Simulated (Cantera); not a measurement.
Feed: 1 mol CH3SiH3, 0.012 mol CH4, 34 mol H2, held at 1325 °C.

Equilibrium computed with Cantera from the NASA thermochemical tables; the gas is ideal and each condensed phase is pure. Candidate condensed phases: C, C6H6, C7H8, C8H18, Si, SiC; 87 gas species. The feed counts by its element totals alone. The numbers say what is thermodynamically allowed, not how fast it happens.

x: gas mole fraction; n: condensed amount in mol.

| P (Pa) | x H2 | x H | x CH4 | x C2H2 (acetylene) | n C(graphite) | n SiC(s) |
|---|---|---|---|---|---|---|
| 100 | 0.998 | 0.00168 | 1.64e-6 | 2.69e-5 | 0.00998 | 1.000 |
| 400 | 0.999 | 0.000841 | 6.57e-6 | 2.69e-5 | 0.00977 | 1.000 |
| 1600 | 1.000 | 0.000421 | 2.63e-5 | 2.69e-5 | 0.00902 | 1.000 |
| 6300 | 1.000 | … | … | 2.69e-5 | … | 1.000 |
| 25000 | 1.000 | … | … | … | 0 | 1.000 |
| 100000 | 1.000 | 5.32e-5 | 0.000322 | 1.03e-6 | 0 | 1.000 |

Some entries are withheld; supply them.


- 25000, x H: 0.000106
- 25000, x CH4: 0.000295
- 25000, x C2H2 (acetylene): 1.39e-5
- 6300, x H: 0.000212
- 6300, x CH4: 0.000104
- 6300, n C(graphite): 0.00614
